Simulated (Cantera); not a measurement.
Input (Python, Cantera):

```python
import numpy as np
import cantera as ct

gas = ct.Solution("gri30.yaml")
gas.TPX = 1150, 49000, {'N2O': 1, 'H2': 0.0025, 'N2': 0.072}
reactor = ct.IdealGasConstPressureReactor(gas, energy="off", clone=False)
net = ct.ReactorNet([reactor])
net.rtol, net.atol = 1e-08, 1e-18
show = ['N2O', 'H2', 'OH', 'O2', 'NO2']
times = np.geomspace(4e-06, 2, 15)

steps = ct.SolutionArray(gas, extra=["t"])
rows = []
print(f"{'t/s':>10s}{'T/K':>9s}{'P/Pa':>11s}" + "".join(f"{s:>11s}" for s in show))
for t in times:
    while net.time < t:
        t_next = net.step()
        steps.append(gas.state, t=t_next)
    rows.append([np.interp(t, steps.t, y) for y in (steps.T, steps.P, *steps(*show).X.T)])
    print(f"{t:10.3e}{rows[-1][0]:9.1f}{rows[-1][1]:11.4g}" + "".join(f"{x:11.3e}" for x in rows[-1][2:]))
rate = np.gradient(steps.T, steps.t)
print("integrator steps:", len(steps.t))
if steps.T.max() > steps.T[0] + 200:
    print(f"time of steepest temperature rise: {steps.t[rate.argmax()]:.4e} s")
gas.TPX = 1150, 49000, {'N2O': 1, 'H2': 0.0025, 'N2': 0.072}
gas.equilibrate("TP")
print(f"equilibrium (TP): T = {gas.T:.1f} K  " + "  ".join(f"{s} {gas[s].X[0]:.3e}" for s in show))
```

Result:

```
       t/s      T/K       P/Pa        N2O         H2         OH         O2        NO2
 4.000e-06   1150.0    4.9e+04  9.307e-01  2.327e-03  2.835e-09  2.189e-08  1.033e-16
 1.021e-05   1150.0    4.9e+04  9.307e-01  2.327e-03  1.883e-08  1.249e-07  3.395e-15
 2.607e-05   1150.0    4.9e+04  9.307e-01  2.327e-03  9.912e-08  6.035e-07  8.534e-14
 6.657e-05   1150.0    4.9e+04  9.307e-01  2.326e-03  3.741e-07  2.246e-06  1.879e-12
 1.700e-04   1150.0    4.9e+04  9.306e-01  2.324e-03  1.054e-06  6.673e-06  6.410e-11
 4.339e-04   1150.0    4.9e+04  9.306e-01  2.312e-03  2.424e-06  1.801e-05  2.667e-09
 1.108e-03   1150.0    4.9e+04  9.304e-01  2.253e-03  4.352e-06  4.740e-05  8.569e-08
 2.828e-03   1150.0    4.9e+04  9.300e-01  2.046e-03  5.729e-06  1.260e-04  1.308e-06
 7.221e-03   1150.0    4.9e+04  9.288e-01  1.549e-03  5.969e-06  3.323e-04  7.462e-06
 1.844e-02   1150.0    4.9e+04  9.263e-01  7.886e-04  5.275e-06  8.583e-04  2.570e-05
 4.707e-02   1150.0    4.9e+04  9.215e-01  2.028e-04  3.717e-06  2.193e-03  6.912e-05
 1.202e-01   1150.0    4.9e+04  9.105e-01  1.926e-05  2.543e-06  5.563e-03  1.175e-04
 3.068e-01   1150.0    4.9e+04  8.838e-01  1.100e-07  2.597e-06  1.392e-02  1.439e-04
 7.834e-01   1150.0    4.9e+04  8.205e-01  1.181e-09  2.806e-06  3.378e-02  1.739e-04
 2.000e+00   1150.0    4.9e+04  6.852e-01  1.050e-09  2.806e-06  7.634e-02  2.023e-04
integrator steps: 1560
equilibrium (TP): T = 1150.0 K  N2O 7.106e-09  H2 1.744e-11  OH 2.468e-07  O2 3.169e-01  NO2 2.808e-06
```

Computed with Cantera and GRI-Mech 3.0 (53 species, 325 reactions). GRI-Mech 3.0 was tuned for natural gas; its chemistry of N2O as a main component is partial and can be far from experiment. The mechanism lacks the step 2 NO + O2 → 2 NO2, which can matter for NO2 below about 1400 K. The temperature is held fixed by assumption; the heat of reaction is taken as removed at once.
